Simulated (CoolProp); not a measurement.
Vapour-liquid equilibrium of toluene (1) + n-octane (2) at 198.85 °C; x and y are mole fractions of (1).

Values from CoolProp's multi-fluid Helmholtz-energy mixture model, Lemmon 2006 and Beckmüller 2019; pair parameters Bell 2016.

### Question
Give the bubble pressure and the first vapour's composition at x = 0.25, 0.65, 0.75. Is there an azeotrope?

### Answer
x = 0.25: 612.6 kPa, y = 0.317; x = 0.65: 696.7 kPa, y = 0.695; x = 0.75: 711.2 kPa, y = 0.780. No azeotrope shows between x = 0.05 and 0.95.

Pair parameters are fitted to limited data, so mixtures are less certain than the pure fluids.
